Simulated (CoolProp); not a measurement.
Saturation properties of R142b (Tc = 137.1 °C, pc = 40.55 bar, ω = 0.232).

The numbers come from the reference Helmholtz-energy equation of state, Lemmon 2006 in CoolProp. It is a short technical equation, of lower accuracy than the large ones.

```tsv
T (°C)	p (bar)	liquid density (kg/m³)	enthalpy of vaporisation (kJ/kg)
-52.85	?	1288	246.5
-43.55	0.1958	1268	241.7
-34.25	0.3225	1248	236.9
-24.95	0.5085	1228	232.0
-15.65	0.7716	1207	226.9
-6.45	1.128	1187	221.7
2.85	?	?	216.3
12.15	2.230	?	210.5
21.45	3.024	1120	204.5
30.75	4.016	?	198.2
40.05	5.235	?	191.4
```

Some entries are withheld; supply them.


- -52.85, p (bar): 0.1131
- 2.85, p (bar): 1.607
- 2.85, liquid density (kg/m³): 1165
- 12.15, liquid density (kg/m³): 1143
- 30.75, liquid density (kg/m³): 1096
- 40.05, liquid density (kg/m³): 1072

It boils at -9.1 °C under 1 atm.
